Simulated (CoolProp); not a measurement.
The numbers come from the reference Helmholtz-energy equation of state, Lemmon 2005 in CoolProp. It is a short technical equation, of lower accuracy than the large ones.

### Question
For trans-2-butene, give the phase and the speed of sound (m/s), isothermal compressibility (1/MPa) at -25.45 °C and 0.101 MPa; -17.45 °C and 0.101 MPa; 22.65 °C and 0.101 MPa.

### Answer
- -25.45 °C and 0.101 MPa: liquid; speed of sound 1190, isothermal compressibility 0.00154
- -17.45 °C and 0.101 MPa: liquid; speed of sound 1150, isothermal compressibility 0.00168
- 22.65 °C and 0.101 MPa: gas; speed of sound 215, isothermal compressibility 10.2
